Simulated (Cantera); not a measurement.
Feed: 1 mol SiO₂, 8.3 mol F₂, 0.85 mol Cl₂, equilibrated at 1648.15 K and 750 Torr.

These are equilibrium values from Cantera (NASA tables, ideal gas, pure condensed phases), not measurements of a reactor. Candidate condensed phases: Si, SiO₂; 26 gas species. Rates play no part.

Base state: F 0.721, ClF 0.117, SiF₄ 0.0698, O₂ 0.0697, F₂ 0.0209, Cl 0.00168, Cl₂ 0.000135, FO 6.77e-5 (mole fractions); condensed: gas only.

Question: What changes in the equilibrium state with this change: Cl₂ from 0.85 to 2.2 mol?

Answer: 
| species | before | after |
|---|---|---|
| F | 0.721 | 0.549 |
| ClF | 0.117 | 0.294 |
| SiF₄ | 0.0698 | 0.0688 |
| F₂ | 0.0209 | 0.0121 |
| O₂ | 0.0697 | 0.0688 |
| Cl₂ | 0.000135 | 0.00148 |
| Cl | 0.00168 | 0.00558 |
